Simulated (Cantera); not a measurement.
Charge: 1 mol LiOH, 5 mol O2, at 0.0130 bar.

These are equilibrium values from Cantera (NASA tables, ideal gas, pure condensed phases), not measurements of a reactor. Candidate condensed phases: H2O, Li, LiH, LiOH, Li2O; 17 gas species. Kinetics and transport are ignored. All values below are at 1648 K.

Base state: O2 0.846, LiOH 0.131, H2O 0.0188, Li2O 0.00284, OH 0.000460, Li 0.000278, O 0.000204, LiO 0.000157 (mole fractions); condensed: Li2O(s).

Problem. What changes in the equilibrium state with this change: O2 from 5 to 0.012 mol?

Solution. 
```tsv
species	before	after
LiOH	0.131	0.592
H2O	0.0188	0.385
O2	0.846	0.0165
H2	2.06e-6	0.000302
Li2(OH)2	4.75e-5	0.000972
H	1.12e-6	1.36e-5
Li2O2	0.000145	2.02e-5
O	0.000204	2.85e-5
Li2O(s), mol	0.0938	0.280
```
